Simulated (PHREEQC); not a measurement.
Copper plating or etch bath (model solution)

Solution (25 °C): 84 mmol/kgw CuSO4, 0.083 mmol/kgw H2SO4 and 13 mmol/kgw Na2SO4. Closed to the air; pH follows from the charge balance.

Model: ion-association model, phreeqc.dat, run in PHREEQC.

```
Property                     Result
--------------------  -------------
pH                             4.25
ionic strength        0.205 mol/kgw
specific conductance     9220 µS/cm
density                 1.012 g/cm³
total alkalinity      -0.166 meq/kg
```

```json
[
 {"species": "SO4-2", "molality": "0.0535", "activity": "0.0155", "log γ": "-0.538"},
 {"species": "Cu+2", "molality": "0.0424", "activity": "0.0138", "log γ": "-0.488"},
 {"species": "CuSO4", "molality": "0.0416", "activity": "0.0436", "log γ": "0.020"},
 {"species": "Na+", "molality": "0.0241", "activity": "0.0180", "log γ": "-0.127"},
 {"species": "NaSO4-", "molality": "0.00188", "activity": "0.00140", "log γ": "-0.128"},
 {"species": "HSO4-", "molality": "0.000115", "activity": "8.56e-5", "log γ": "-0.128"},
 {"species": "H+", "molality": "7.13e-5", "activity": "5.68e-5", "log γ": "-0.099"},
 {"species": "Cu2(OH)2+2", "molality": "8.29e-6", "activity": "2.56e-6", "log γ": "-0.510"},
 {"species": "CuOH+", "molality": "3.38e-6", "activity": "2.42e-6", "log γ": "-0.145"},
 {"species": "Cu(OH)2", "molality": "8.46e-8", "activity": "8.87e-8", "log γ": "0.020"}
]
```

Precipitation was switched off in this run. Complexes and solids missing from the database can't appear.
